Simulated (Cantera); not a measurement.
Source: NASA polynomial tables (part measured, part estimated), evaluated in Cantera. Values are per mole of reaction as written; species without (g) are pure solids or liquids, kept so even where they would boil at 1 bar.

Task: Between 1198 and 1998 K, where is each reaction favourable under standard conditions?
- V₂O₃ + 4 NO(g) → 2 N₂O(g) + V₂O₅

Result: 
- V₂O₃ + 4 NO(g) → 2 N₂O(g) + V₂O₅: ΔG° is -111 kJ at 1198 K and 116 kJ at 1998 K; it changes sign between 1398 and 1598 K. ΔH° is -448 kJ and ΔS° -283 J/K at 1998 K.
